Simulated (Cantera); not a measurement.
A perfectly stirred reactor is fed with H2 : O2 : N2 : H2O = 1 : 0.893 : 3.36 : 0.16 (molar parts), at 2.50 bar; it is adiabatic with a 373 K inlet, and is followed from long to short residence time, starting on the burning branch (τ in s: 0.057, 0.025, 0.011, 0.0047, 0.0021, 0.00091, 0.0004, 0.00017, 7.6e-05, 3.3e-05).

Computed with Cantera and GRI-Mech 3.0 (53 species, 325 reactions). The hydrogen kinetics of GRI-Mech 3.0 are dated; newer H2 mechanisms differ, most at raised pressure.

**Question.** What does this change do: H2 1 to 1.4 parts?

**Answer.** 
```csv
quantity,before,after
"blow-out, bracketed by the residence times tried","burning at 33.0 µs, the shortest tried","burning at 33.0 µs, the shortest tried"
x(H2) at τ = 57.0 ms,0.000126,0.000987
x(O2) at τ = 57.0 ms,0.0797,0.0367
x(H2O) at τ = 57.0 ms,0.235,0.302
x(OH) at τ = 57.0 ms,0.00104,0.00389
x(H) at τ = 57.0 ms,6.89e-6,9.77e-5
x(H2) at τ = 0.910 ms,0.00183,0.00523
x(O2) at τ = 0.910 ms,0.0795,0.0377
x(H2O) at τ = 0.910 ms,0.232,0.293
x(OH) at τ = 0.910 ms,0.00362,0.00798
x(H) at τ = 0.910 ms,0.000362,0.00115
```
